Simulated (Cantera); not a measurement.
Input: 1 mol SiF4, 0.035 mol C3H8, 1300 mol H2, held at 877 °C and 0.0120 bar.

Method: chemical equilibrium by Gibbs-energy minimisation in Cantera with the NASA 1993 tables (ideal gas, pure condensed phases). Candidate condensed phases: C, C6H6, C7H8, C8H18, Si, SiC; 113 gas species. The tables' values for SiF3 are old estimates; treat these amounts as uncertain. The numbers say what is thermodynamically allowed, not how fast it happens.

Base state: H2 0.999, SiF4 0.000656, HF 0.000250, SiHF3 4.78e-5, CH4 3.56e-5, SiF3 1.70e-5 (mole fractions); condensed: SiC(s).

Q: What changes in the equilibrium state with this change: SiF4 replaced by (CH3)2SiCl2?

A: 
```tsv
species	before	after
H2	0.999	0.998
HCl	0	0.00153
CH4	3.56e-5	0.000280
SiF4	0.000656	0
HF	0.000250	0
SiHF3	4.78e-5	0
SiC(s), mol	0.0586	1.000
C(graphite), mol	0	0.740
```
The feed counts by its element totals alone.
